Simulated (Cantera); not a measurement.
A closed system holds: 1 mol Al(CH3)3, 80 mol N2, at 0.460 bar.

Equilibrium computed with Cantera from the NASA thermochemical tables; the gas is ideal and each condensed phase is pure. Candidate condensed phases: Al, AlN, C, C6H6, C7H8, C8H18; 97 gas species. The feed counts by its element totals alone. Equilibrium is a limit: real reactors are often held back by kinetics, nucleation or transport. All values below are at 1975 K.

Base state: N2 0.945, H2 0.0517, HCN 0.00295, H 0.000459, HNC 0.000160, Al 4.19e-5, C2H2 (acetylene) 3.36e-5 (mole fractions); condensed: AlN(s) + C(graphite).

**Question.** What changes in the equilibrium state with this change: pressure from 0.460 bar to 0.0290 bar?

**Answer.** 
| species | before | after |
|---|---|---|
| N2 | 0.945 | 0.942 |
| H2 | 0.0517 | 0.0508 |
| HCN | 0.00295 | 0.00292 |
| Al | 4.19e-5 | 0.00265 |
| H | 0.000459 | 0.00181 |
| AlH | 1.91e-6 | 3.01e-5 |
| C2H2 (acetylene) | 3.36e-5 | 3.30e-5 |
| HNC | 0.000160 | 0.000158 |
| AlN(s), mol | 0.996 | 0.774 |
| C(graphite), mol | 2.73 | 2.73 |
